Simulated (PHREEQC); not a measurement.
## Alkaline etch or developer: an equilibrium model

Consider water at 25 °C with 0.0072 mol/kgw LiOH. Closed to the air; pH follows from the charge balance.

All values are PHREEQC results (ion-association model, wateq4f.dat), not measurements.

```
Property                   Result
----------------  ---------------
pH                          11.82
ionic strength    0.00720 mol/kgw
total alkalinity      7.20 meq/kg
```

```tsv
species	molality	activity	log γ
OH-	0.00720	0.00658	-0.039
Li+	0.00720	0.00661	-0.037
```

No solid was allowed to form. Complexes and solids missing from the database can't appear.
